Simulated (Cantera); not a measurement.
Feed: 1 mol CH3SiH3, 0.053 mol HCl, 89 mol H2, at 1377 °C.

Cantera equilibrium calculation (NASA polynomials, part measured and part estimated; ideal gas, pure solids and liquids). Candidate condensed phases: C, C6H6, C7H8, C8H18, Si, SiC; 109 gas species. The feed counts by its element totals alone. Mutual solubility and eutectic melting of coexisting phases are not modelled. Equilibrium is a limit: real reactors are often held back by kinetics, nucleation or transport.

**Question.** Which condensed phases are stable at each of these points (P (Pa)): 100, 220, 460, 1000, 2200, 4600, 10000, 22000, 46000, 100000?

**Answer.** 
```csv
P (Pa),condensed phases,Si condensed (%)
100,SiC(s),99.9
220,SiC(s),99.9
460,SiC(s),100.0
1000,SiC(s),100.0
2200,SiC(s),100.0
4600,SiC(s),100.0
10000,SiC(s),100.0
22000,SiC(s),99.9
46000,SiC(s),99.9
100000,Si(s) + SiC(s),99.9
```

From 1.00 mbar to 0.460 bar the condensed part is SiC(s). At 1.00 bar the condensed part is Si(s) + SiC(s).
